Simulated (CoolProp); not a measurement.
Properties of R1224YDZ at several states.

Computed with CoolProp (reference Helmholtz-energy equation of state, Akasaka 2023).

```csv
T (°C),p (kPa),phase,cv (kJ/(kg K)),fugacity coefficient
-66.65,689,liquid,___,___
196.35,13.8,gas,0.9539,0.9990
-55.45,46.8,liquid,0.7162,___
-98.35,2190,liquid,0.6917,1.604e-5
177.75,6790,supercritical,___,0.4744
```

Task: Fill in the missing entries.

Result: 
- -66.65, cv (kJ/(kg K)): 0.7070
- -66.65, fugacity coefficient: 0.001340
- -55.45, fugacity coefficient: 0.04728
- 177.75, cv (kJ/(kg K)): 1.021
